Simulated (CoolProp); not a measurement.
Vapour-liquid equilibrium of R113 (1) + n-heptane (2) at 0.231 MPa; x and y are mole fractions of (1).

Computed with CoolProp (multi-fluid Helmholtz-energy mixture model, Marx 1992 and Span 2003; pair parameters Bell 2016).

```
x     bubble temperature (K)  y at the bubble point  dew temperature at overall composition x (K)  liquid density (mol/L)
----  ----------------------  ---------------------  --------------------------------------------  ----------------------
0.05                   396.5                  0.165                                         400.6                   5.929
0.2                    382.2                  0.500                                         395.2                   6.223
0.35                   371.9                  0.686                                         389.2                   6.495
0.5                    364.3                  0.798                                         382.2                   6.755
0.65                   358.4                  0.874                                         374.1                   7.015
0.8                    353.6                  0.932                                         364.1                   7.285
0.95                   349.4                  0.983                                         352.2                   7.573
```

No azeotrope shows between x = 0.05 and 0.95.

Pair parameters are fitted to limited data, so mixtures are less certain than the pure fluids.
